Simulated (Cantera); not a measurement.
A closed system holds: 1 mol C2H6, 0.02 mol CO2, 15 mol H2, held at 0.533 Torr.

Cantera equilibrium calculation (NASA polynomials, part measured and part estimated; ideal gas, pure solids and liquids). Candidate condensed phases: C, C6H6, C7H8, C8H18, H2O; 110 gas species. The numbers say what is thermodynamically allowed, not how fast it happens.

Q: Which condensed phases are stable at each of these points (T (K)): 650, 850, 1050, 1250, 1450, 1650, 1850, 2050, 2250, 2450, 2650, 2850?

A: 
| T (K) | condensed phases | C condensed (%) |
|---|---|---|
| 650 | C(graphite) | 83.7 |
| 850 | C(graphite) | 97.6 |
| 1050 | C(graphite) | 98.0 |
| 1250 | C(graphite) | 98.0 |
| 1450 | C(graphite) | 98.0 |
| 1650 | C(graphite) | 97.9 |
| 1850 | C(graphite) | 97.6 |
| 2050 | C(graphite) | 96.2 |
| 2250 | C(graphite) | 92.8 |
| 2450 | C(graphite) | 85.9 |
| 2650 | C(graphite) | 48.9 |
| 2850 | gas only | 0.0 |

From 650 K to 2650 K the condensed part is C(graphite). At 2850 K nothing is condensed.
